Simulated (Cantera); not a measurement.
Charge: 1 mol BF₃, 0.12 mol NH₃, 0.14 mol H₂, 0.3 mol H₂O, equilibrated at 2123 K and 100000 Pa.

Cantera equilibrium calculation (NASA polynomials, part measured and part estimated; ideal gas, pure solids and liquids). Candidate condensed phases: B, BN, B₂O₃, B₃O₃H₃, H₂O; 62 gas species. The tables' values for BF₂ are old estimates; treat these amounts as uncertain. Kinetics and transport are ignored.

Base state: BF₃ 0.340, HF 0.313, H₂ 0.152, BOF 0.148, N₂ 0.0302, BF₂ 0.0117, BHF₂ 0.00217, H₂O 0.00162 (mole fractions); condensed: gas only.

### Question
What changes in the equilibrium state with this change: NH₃ from 0.12 to 0.77 mol?

### Answer
```tsv
species	before	after
H₂	0.152	0.376
HF	0.313	0.202
BF₃	0.340	0.191
N₂	0.0302	0.116
BOF	0.148	0.0890
BF₂	0.0117	0.0160
BF	0.000219	0.000729
HBO₂	0.000320	0.000133
HBO	0.000248	0.000571
H₂O	0.00162	0.000728
```
